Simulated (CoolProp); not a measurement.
R236EA along the isobar 42.8 bar: Z from the reference equation and from simpler models built on Tc = 139.3 °C, pc = 34.14 bar, ω = 0.368; each cubic takes its own stable root.

Values from CoolProp's reference Helmholtz-energy equation of state, Rui 2013.

| T (°C) | phase | reference |
|---|---|---|
| 75.45 | liquid | 0.1763 |
| 82.55 | liquid | 0.1766 |
| 89.55 | liquid | 0.1774 |
| 96.55 | liquid | 0.1785 |
| 103.65 | liquid | 0.1803 |
| 110.65 | liquid | 0.1828 |
| 117.75 | liquid | 0.1863 |
| 124.75 | liquid | 0.1914 |
| 131.85 | liquid | 0.1990 |
| 138.85 | liquid | 0.2115 |

Task: How far does each simpler model (van der Waals, Redlich-Kwong, Soave-Redlich-Kwong) lie from the reference over these 10 states: mean and median of the absolute difference, and the worst?

Result: 
- van der Waals: mean 56.6 %, median 57.9 %, worst +60.6 % at 75.45 °C and 42.8 bar
- Redlich-Kwong: mean 20.5 %, median 20.4 %, worst +23.4 % at 138.85 °C and 42.8 bar
- Soave-Redlich-Kwong: mean 15.7 %, median 14.7 %, worst +23.2 % at 138.85 °C and 42.8 bar
